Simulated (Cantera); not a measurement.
## Equilibrium for thermal oxidation and active oxidation of silicon: Si + N2O + H2

Input: 1 mol Si, 0.18 mol N2O, 1.5 mol H2, at 2.33 Torr.

Method: chemical equilibrium by Gibbs-energy minimisation in Cantera with the NASA 1993 tables (ideal gas, pure condensed phases). Candidate condensed phases: H2O, Si, SiO2, Si2N2O, Si3N4; 35 gas species. The tables' values for SiN are old estimates; treat these amounts as uncertain. Gases not in the tables: Si2H6 and higher silanes. The numbers say what is thermodynamically allowed, not how fast it happens.

| T (°C) | log p H2 | log p SiO | log p N2 | log p Si | log p H | log p SiH | log p Si2 | n Si(l) |
|---|---|---|---|---|---|---|---|---|
| 1575 | -2.61 | -3.53 | -3.53 | -5.20 | -4.58 | -6.51 | -7.36 | 0.816 |
| 1600 | -2.61 | -3.53 | -3.53 | -5.05 | -4.49 | -6.39 | -7.18 | 0.814 |
| 1625 | -2.61 | -3.53 | -3.53 | -4.91 | -4.41 | -6.27 | -7.01 | 0.812 |
| 1650 | -2.61 | -3.53 | -3.53 | -4.77 | -4.33 | -6.16 | -6.84 | 0.809 |
| 1675 | -2.61 | -3.53 | -3.53 | -4.63 | -4.25 | -6.06 | -6.67 | 0.805 |
| 1700 | -2.62 | -3.53 | -3.53 | -4.50 | -4.18 | -5.95 | -6.51 | 0.799 |
| 1725 | -2.62 | -3.53 | -3.54 | -4.37 | -4.11 | -5.85 | -6.36 | 0.792 |
| 1750 | -2.63 | -3.54 | -3.54 | -4.24 | -4.03 | -5.75 | -6.21 | 0.782 |
| 1775 | -2.63 | -3.54 | -3.54 | -4.12 | -3.97 | -5.65 | -6.06 | 0.769 |
| 1800 | -2.64 | -3.55 | -3.55 | -4.00 | -3.90 | -5.56 | -5.91 | 0.752 |
| 1825 | -2.65 | -3.55 | -3.55 | -3.88 | -3.84 | -5.47 | -5.77 | 0.730 |
| 1850 | -2.66 | -3.56 | -3.56 | -3.77 | -3.77 | -5.38 | -5.63 | 0.700 |
| 1875 | -2.67 | -3.57 | -3.57 | -3.66 | -3.71 | -5.30 | -5.50 | 0.662 |
| 1900 | -2.69 | -3.58 | -3.58 | -3.55 | -3.66 | -5.22 | -5.37 | 0.611 |
log p: log10 of the partial pressure in bar; n: condensed amount in mol.

From 1575 °C to 1900 °C the condensed part is Si(l). The main Si-bearing gas is SiO at 1575 °C and Si at 1900 °C. The share of Si in condensed phases is highest at 1575 °C (81.6 %) and lowest at 1900 °C (61.1 %).
